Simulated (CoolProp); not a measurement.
Properties of c-C4F8 (RC318) at several states (Tc = 388.4 K, pc = 2778 kPa, ω = 0.355).

Values from CoolProp's reference Helmholtz-energy equation of state, Platzer 1990. This equation is an older, rougher fit.

```csv
T (K),p (kPa),phase,cv (kJ/(kg K)),conductivity (mW/(m K))
427,13.7,gas,0.9174,20.9
497.6,20.6,gas,0.9920,25.8
359.1,37.3,gas,0.8316,16.2
415.8,51.2,gas,0.9046,20.2
369.1,367,gas,0.8505,17.1
```

Thermal conductivity comes from a separate model (Huber 2003), an estimate that may be off by 10 % or more.
